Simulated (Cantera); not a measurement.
Feed: 1 mol Ti, 0.096 mol C3H8, equilibrated at 13.3 mbar.

Equilibrium computed with Cantera from the NASA thermochemical tables; the gas is ideal and each condensed phase is pure. Candidate condensed phases: C, C6H6, C7H8, C8H18, Ti, TiC; 77 gas species. Mutual solubility and eutectic melting of coexisting phases are not modelled. TiC: taken at fixed stoichiometry. Condensed phases not in the tables: N, O or C dissolved in the metal. Rates play no part.

x: gas mole fraction; n: condensed amount in mol.

| T (K) | x H2 | x H | x Ti | n Ti(α) | n TiC(s) | n Ti(β) | n Ti(l) |
|---|---|---|---|---|---|---|---|
| 1025 | 1.00 | 3.77e-8 | <1e-12 | 0.712 | 0.288 | 0 | 0 |
| 1125 | 1.00 | 3.85e-7 | <1e-12 | 0.712 | 0.288 | 0 | 0 |
| 1225 | 1.000 | 2.70e-6 | ? | 0 | 0.288 | 0.712 | 0 |
| 1325 | 1.000 | 1.42e-5 | ? | 0 | 0.288 | 0.712 | 0 |
| 1425 | 1.000 | 5.91e-5 | ? | 0 | 0.288 | 0.712 | 0 |
| 1525 | 1.000 | 0.000205 | ? | 0 | 0.288 | 0.712 | 0 |
| 1625 | 0.999 | 0.000611 | ? | 0 | 0.288 | 0.712 | 0 |
| 1725 | 0.998 | 0.00161 | ? | 0 | 0.288 | 0.712 | 0 |
| 1825 | 0.996 | 0.00381 | ? | 0 | 0.288 | 0.712 | 0 |
| 1925 | 0.991 | 0.00824 | ? | 0 | 0.288 | 0.712 | 0 |
| 2025 | 0.982 | 0.0165 | ? | 0 | 0.288 | 0 | 0.712 |
| 2125 | 0.966 | 0.0309 | ? | 0 | 0.288 | 0 | 0.711 |

Q: Fill in the missing entries.

A: 
- 1225, x Ti: 2.01e-11
- 1325, x Ti: 6.16e-10
- 1425, x Ti: 1.16e-8
- 1525, x Ti: 1.48e-7
- 1625, x Ti: 1.37e-6
- 1725, x Ti: 9.75e-6
- 1825, x Ti: 5.57e-5
- 1925, x Ti: 0.000264
- 2025, x Ti: 0.00103
- 2125, x Ti: 0.00349
